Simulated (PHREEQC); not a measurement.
# Copper plating or etch bath: an equilibrium model

Dissolve 21 mmol/kgw CuSO4, 1.5 mmol/kgw HBF4 and 0.55 mmol/kgw FeCl3 at 31 °C. Closed to the air; pH follows from the charge balance.

The numbers come from PHREEQC with the ion-association model, phreeqc.dat.

Each row changes one thing in this solution. This is a speciation only: nothing precipitates in the calculation.

| case | pH | ionic strength (mol/kgw) | Cu+2 (mol/kgw) | SO4-2 (mol/kgw) | CuSO4 (mol/kgw) | HF (mol/kgw) | SI of Goethite (FeOOH) | SI of Hematite (Fe2O3) |
|---|---|---|---|---|---|---|---|---|
| as made | 2.83 | 0.0552 | 0.0135 | 0.0125 | 0.00736 | 0.00196 | +1.35 | +4.73 |
| 0.00098 mol/kgw Na2SO4 added | 2.83 | 0.0573 | 0.0133 | 0.0132 | 0.00753 | 0.00195 | ___ | ___ |
| 0.0038 mol/kgw NaCl added | ___ | 0.0594 | 0.0136 | 0.0126 | 0.00717 | 0.00196 | +1.35 | +4.73 |
| temperature from 31 to 40 °C | ___ | 0.0544 | 0.0134 | 0.0123 | 0.00746 | 0.00217 | +1.63 | +5.34 |
| diluted 2-fold with water | ___ | 0.0304 | 0.00736 | 0.00695 | 0.00306 | 0.00119 | +1.69 | +5.41 |

**Question.** Fill in the missing entries.

**Answer.** 
- 0.00098 mol/kgw Na2SO4 added, SI of Goethite (FeOOH): +1.36
- 0.00098 mol/kgw Na2SO4 added, SI of Hematite (Fe2O3): +4.75
- 0.0038 mol/kgw NaCl added, pH: 2.82
- temperature from 31 to 40 °C, pH: 2.86
- diluted 2-fold with water, pH: 2.99

Complexes and solids missing from the database can't appear. Some of these states are supersaturated (in Hematite (slow to form), Goethite (slow to form), for instance). At this temperature some constants are extrapolated from 25 °C, and those without enthalpy data are left unchanged. Real BF4- forms and hydrolyses slowly; the run takes it at equilibrium. Fluoro complexes past AlF4- and FeF3 are missing from the database.
